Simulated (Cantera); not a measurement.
## Thermodynamics of silicon oxide and oxynitride deposition, feed HMDSO + O3 + H2

A closed system holds: 1 mol HMDSO, 0.097 mol O3, 0.62 mol H2, equilibrated at 1000 Pa.

Cantera equilibrium calculation (NASA polynomials, part measured and part estimated; ideal gas, pure solids and liquids). Candidate condensed phases: C, C6H6, C7H8, C8H18, H2O, Si, SiC, SiO2; 123 gas species. The feed counts by its element totals alone. Mutual solubility and eutectic melting of coexisting phases are not modelled. The tables hold silica as quartz up to 1696 K and as liquid above; real silica turns to tridymite and cristobalite and melts near 1996 K. Rates play no part.

```tsv
T (K)	log p H2	log p CO	log p H	log p SiO	log p C2H2 (acetylene)	log p CH4	log p Si	n C(graphite)	n SiC(s)	n SiO2(β-quartz)
1250	-2.01	-3.74	-7.32	-6.99	-8.61	-5.97	-13.73	4.38	1.44	0.556
1300	-2.02	-3.25	-6.97	-6.38	-8.26	-6.15	-12.89	3.79	1.64	0.361
1350	-2.05	-2.93	-6.65	-5.94	-7.96	-6.35	-12.12	2.71	2.00	0
1400	-2.05	-2.93	-6.34	-5.83	-7.65	-6.47	-11.40	2.71	2.00	0
1450	-2.05	-2.93	-6.05	-5.73	-7.37	-6.59	-10.74	2.71	2.00	0
1500	-2.05	-2.93	-5.78	-5.64	-7.10	-6.70	-10.12	2.71	2.00	0
1550	-2.05	-2.93	-5.53	-5.55	-6.85	-6.80	-9.53	2.71	2.00	0
1600	-2.05	-2.93	-5.29	-5.47	-6.62	-6.90	-8.99	2.72	2.00	0
1650	-2.06	-2.93	-5.07	-5.39	-6.40	-6.99	-8.48	2.72	2.00	0
1700	-2.06	-2.93	-4.86	-5.32	-6.19	-7.07	-8.00	2.72	1.99	0
1750	-2.06	-2.93	-4.66	-5.25	-6.00	-7.15	-7.54	2.72	1.99	0
1800	-2.06	-2.93	-4.47	-5.19	-5.81	-7.23	-7.12	2.72	1.99	0
1850	-2.06	-2.93	-4.30	-5.13	-5.64	-7.30	-6.71	2.72	1.99	0
```
log p: log10 of the partial pressure in bar; n: condensed amount in mol.

From 1250 K to 1300 K the condensed part is C(graphite) + SiC(s) + SiO2(β-quartz). From 1350 K to 1850 K the condensed part is C(graphite) + SiC(s). The main Si-bearing gas is SiO throughout.
